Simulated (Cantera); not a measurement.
What does this Cantera script print?

```python
import numpy as np
import cantera as ct

gas_names = """
    Fe H H2 H2S N NH NH2 NH3 N2 N2H2 N2H4 S SH SN S2 S8
""".split()
cond_names = """
    Fe(a) Fe(c) Fe(d) Fe(L) FeS(a) FeS(b) FeS(c) FeS(L) FeS2(s) S(cr1) S(cr2) S(L)
""".split()


# ... load() reads the species with a 1 bar reference pressure and builds the phases ...
atoms = {
    'FeS2': {'Fe': 1, 'S': 2},
    'H2': {'H': 2},
    'N2': {'N': 2},
}
top_T = {'FeS2(s)': 1010}  # K; cautious upper limits of use, not melting points


# ... equilibrate(T, P, feed) seeds the gas with the atoms and calls Mixture.equilibrate('TP', solver="vcs", rtol=1e-11, max_steps=5000) ...
results = []
feed = {'FeS2': 1, 'H2': 2800, 'N2': 4.3}  # mol
P = 63000  # Pa
for T in [873, 948, 1023, 1098, 1173, 1248, 1323, 1398, 1473, 1548, 1623, 1698]:
    mix = equilibrate(T, P, feed)
    results.append((T, P, feed, dict(zip(mix.species_names, mix.species_moles))))
    x = sorted(zip(gas.X, gas.species_names), reverse=True)
    print(f"T = {T:g} K  P = {P:g} Pa  gas = {mix.phase_moles(0):.4g} mol")
    print("   x: " + "  ".join(f"{s} {v:.3e}" for v, s in x if v > 1e-05))
    print("   condensed (mol): " + ("  ".join(f"{mix.phase(i).name} {mix.phase_moles(i):.4g}"
          for i in range(1, mix.n_phases) if mix.phase_moles(i) > 1e-12) or "none"))
```

It prints:

```
T = 873 K  P = 63000 Pa  gas = 2804 mol
   x: H2 9.981e-01  N2 1.515e-03  H2S 3.566e-04  NH3 3.708e-05
   condensed (mol): FeS(c) 1
T = 948 K  P = 63000 Pa  gas = 2804 mol
   x: H2 9.977e-01  N2 1.523e-03  H2S 7.130e-04  NH3 2.050e-05
   condensed (mol): Fe(a) 0.9995  FeS(c) 0.0005418
T = 1023 K  P = 63000 Pa  gas = 2804 mol
   x: H2 9.977e-01  N2 1.527e-03  H2S 7.132e-04  NH3 1.230e-05
   condensed (mol): Fe(a) 1
T = 1098 K  P = 63000 Pa  gas = 2804 mol
   x: H2 9.977e-01  N2 1.529e-03  H2S 7.132e-04
   condensed (mol): Fe(a) 1
T = 1173 K  P = 63000 Pa  gas = 2804 mol
   x: H2 9.978e-01  N2 1.531e-03  H2S 7.131e-04
   condensed (mol): Fe(a) 1
T = 1248 K  P = 63000 Pa  gas = 2804 mol
   x: H2 9.978e-01  N2 1.531e-03  H2S 7.129e-04
   condensed (mol): Fe(c) 1
T = 1323 K  P = 63000 Pa  gas = 2804 mol
   x: H2 9.978e-01  N2 1.532e-03  H2S 7.125e-04
   condensed (mol): Fe(c) 1
T = 1398 K  P = 63000 Pa  gas = 2804 mol
   x: H2 9.977e-01  N2 1.532e-03  H2S 7.116e-04
   condensed (mol): Fe(c) 0.9999
T = 1473 K  P = 63000 Pa  gas = 2804 mol
   x: H2 9.977e-01  N2 1.533e-03  H2S 7.099e-04  H 1.592e-05
   condensed (mol): Fe(c) 0.9996
T = 1548 K  P = 63000 Pa  gas = 2804 mol
   x: H2 9.977e-01  N2 1.533e-03  H2S 7.070e-04  H 3.875e-05
   condensed (mol): Fe(c) 0.9982
T = 1623 K  P = 63000 Pa  gas = 2804 mol
   x: H2 9.977e-01  N2 1.533e-03  H2S 7.020e-04  H 8.698e-05  SH 1.075e-05
   condensed (mol): Fe(c) 0.9926
T = 1698 K  P = 63000 Pa  gas = 2805 mol
   x: H2 9.976e-01  N2 1.533e-03  H2S 6.940e-04  H 1.820e-04  SH 1.823e-05
   condensed (mol): Fe(d) 0.9729
```

Cantera equilibrium calculation (NASA polynomials, part measured and part estimated; ideal gas, pure solids and liquids). FeS: taken at fixed stoichiometry.
